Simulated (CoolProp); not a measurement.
A simple Rankine cycle with n-heptane: condensing at 331.15 K, boiler at 0.834 MPa, turbine inlet 465.9 K, turbine efficiency 0.75, pump efficiency 0.8, no recuperator. Each further row changes one setting.

Computed with CoolProp (reference Helmholtz-energy equation of state, Span 2003). It is a short technical equation, of lower accuracy than the large ones.

```csv
case,thermal efficiency (%),net work (kJ/kg),heat in (kJ/kg),turbine exit temperature (K),volume ratio over the turbine
as stated,___,85.1,595,414.1,36.6
turbine inlet 485.9 K,14.0,___,___,435.7,35.1
condensing temperature 323.15 K,15.1,92.9,___,410.3,49.9
boiler pressure 0.584 MPa,___,79.3,607,___,23.7
turbine efficiency 0.65,12.4,___,595,419.4,___
```

Problem. Fill in the missing entries.

Solution. 
- as stated, thermal efficiency (%): 14.3
- turbine inlet 485.9 K, net work (kJ/kg): 90.5
- turbine inlet 485.9 K, heat in (kJ/kg): 648
- condensing temperature 323.15 K, heat in (kJ/kg): 614
- boiler pressure 0.584 MPa, thermal efficiency (%): 13.1
- boiler pressure 0.584 MPa, turbine exit temperature (K): 422.3
- turbine efficiency 0.65, net work (kJ/kg): 73.5
- turbine efficiency 0.65, volume ratio over the turbine: 37.0
